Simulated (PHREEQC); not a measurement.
Make-up at 30 °C: 0.52 mol NaHCO3, 5e-05 mol Na2B4O7 and 0.0015 mol LiCl per kg of water. Closed to the air; pH follows from the charge balance.

The numbers come from PHREEQC with the ion-association model, wateq4f.dat.

Precipitation was switched off in this run.

### Question
Estimate the pH, ionic strength, activity of water.

### Answer
pH 7.70; ionic strength 0.465 mol/kgw; activity of water 0.983.

### Question
In which forms is C present?

### Answer
HCO3- 86 %, NaHCO3 9.8 %, CO2 2.3 %, NaCO3- 1.7 %, CO3-2 0.7 % of the C.
